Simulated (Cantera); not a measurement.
A closed system holds: 1 mol CuO, 12 mol H2, held at 1823 K.

Cantera equilibrium calculation (NASA polynomials, part measured and part estimated; ideal gas, pure solids and liquids). Candidate condensed phases: Cu, CuO, Cu(OH)2, Cu2O, H2O; 12 gas species. Kinetics and transport are ignored.

**Question.** At 165 Torr, list the 4 most abundant gas species with their mole fractions, and the condensed phases.

**Answer.** H2 0.913, H2O 0.0830, Cu 0.00320, H 0.000883. Condensed: Cu(l).
